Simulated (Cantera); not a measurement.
Input (Python, Cantera):

```python
import numpy as np
import cantera as ct

gas = ct.Solution("gri30.yaml")
gas.TPX = 1650, 81000, {'CH4': 1, 'H2O': 0.37, 'H2': 0.47}
reactor = ct.IdealGasConstPressureReactor(gas, energy="off", clone=False)
net = ct.ReactorNet([reactor])
net.rtol, net.atol = 1e-08, 1e-18
show = ['CH4', 'H2O', 'H2', 'HO2', 'CH2', 'C2H4']
times = np.geomspace(2e-05, 50, 15)

steps = ct.SolutionArray(gas, extra=["t"])
rows = []
print(f"{'t/s':>10s}{'T/K':>9s}{'P/Pa':>11s}" + "".join(f"{s:>11s}" for s in show))
for t in times:
    while net.time < t:
        t_next = net.step()
        steps.append(gas.state, t=t_next)
    rows.append([np.interp(t, steps.t, y) for y in (steps.T, steps.P, *steps(*show).X.T)])
    print(f"{t:10.3e}{rows[-1][0]:9.1f}{rows[-1][1]:11.4g}" + "".join(f"{x:11.3e}" for x in rows[-1][2:]))
rate = np.gradient(steps.T, steps.t)
print("integrator steps:", len(steps.t))
if steps.T.max() > steps.T[0] + 200:
    print(f"time of steepest temperature rise: {steps.t[rate.argmax()]:.4e} s")
gas.TPX = 1650, 81000, {'CH4': 1, 'H2O': 0.37, 'H2': 0.47}
gas.equilibrate("TP")
print(f"equilibrium (TP): T = {gas.T:.1f} K  " + "  ".join(f"{s} {gas[s].X[0]:.3e}" for s in show))
```

Result:

```
       t/s      T/K       P/Pa        CH4        H2O         H2        HO2        CH2       C2H4
 2.000e-05   1650.0    8.1e+04  5.432e-01  2.011e-01  2.555e-01  6.292e-17  3.434e-09  7.822e-07
 5.728e-05   1650.0    8.1e+04  5.427e-01  2.010e-01  2.557e-01  5.731e-16  1.954e-08  1.610e-05
 1.641e-04   1650.0    8.1e+04  5.412e-01  2.010e-01  2.564e-01  1.776e-15  5.098e-08  1.964e-04
 4.699e-04   1650.0    8.1e+04  5.360e-01  2.006e-01  2.597e-01  3.446e-15  8.946e-08  1.454e-03
 1.346e-03   1650.0    8.1e+04  5.181e-01  1.989e-01  2.727e-01  4.475e-15  1.039e-07  5.592e-03
 3.855e-03   1650.0    8.1e+04  4.691e-01  1.927e-01  3.115e-01  4.774e-15  9.495e-08  8.789e-03
 1.104e-02   1650.0    8.1e+04  3.697e-01  1.790e-01  3.929e-01  4.463e-15  7.963e-08  6.705e-03
 3.162e-02   1650.0    8.1e+04  2.344e-01  1.597e-01  5.039e-01  4.024e-15  6.191e-08  4.985e-03
 9.057e-02   1650.0    8.1e+04  1.160e-01  1.394e-01  6.031e-01  4.095e-15  4.644e-08  5.146e-03
 2.594e-01   1650.0    8.1e+04  5.521e-02  1.169e-01  6.627e-01  3.839e-15  3.463e-08  5.570e-03
 7.430e-01   1650.0    8.1e+04  4.053e-02  8.305e-02  6.976e-01  2.102e-15  2.461e-08  5.234e-03
 2.128e+00   1650.0    8.1e+04  3.534e-02  3.971e-02  7.324e-01  4.807e-16  1.513e-08  4.480e-03
 6.095e+00   1650.0    8.1e+04  3.139e-02  8.167e-03  7.575e-01  2.022e-17  9.475e-09  3.858e-03
 1.746e+01   1650.0    8.1e+04  3.035e-02  1.650e-04  7.639e-01  8.252e-21  8.206e-09  3.690e-03
 5.000e+01   1650.0    8.1e+04  3.032e-02  9.594e-07  7.641e-01  3.258e-25  8.180e-09  3.687e-03
integrator steps: 1514
equilibrium (TP): T = 1650.0 K  CH4 3.032e-02  H2O 9.628e-07  H2 7.641e-01  HO2 3.281e-25  CH2 8.181e-09  C2H4 3.687e-03
```

Computed with Cantera and GRI-Mech 3.0 (53 species, 325 reactions). GRI-Mech 3.0 stops at C3 and has no aromatics, soot or wall deposition, so with more carbon than oxygen in the feed, carbon stays in small species such as C2H2 where larger ones or solid carbon would form.
